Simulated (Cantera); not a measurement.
Input: 1 mol BF3, 0.53 mol H2O, equilibrated at 1098.15 K and 0.160 bar.

These are equilibrium values from Cantera (NASA tables, ideal gas, pure condensed phases), not measurements of a reactor. Candidate condensed phases: B, B2O3, B3O3H3, H2O; 43 gas species. Gases not in the tables: H3BO3. Equilibrium is a limit: real reactors are often held back by kinetics, nucleation or transport.

Q: What is the equilibrium state?

A: 
- x(BF3) = 0.486
- x(HF) = 0.275
- x(H2O) = 0.192
- x(B3O3F3) = 0.0449
- x(BOF) = 0.000889
- x((HBO2)3) = 0.000403
- x(HBO2) = 0.000163
- x(H2) = 1.02e-6
- gas amount = 1.604 mol
- log10 activity of B(s) (absent) = -18.33
- log10 activity of B3O3H3(s) (absent) = -34.60
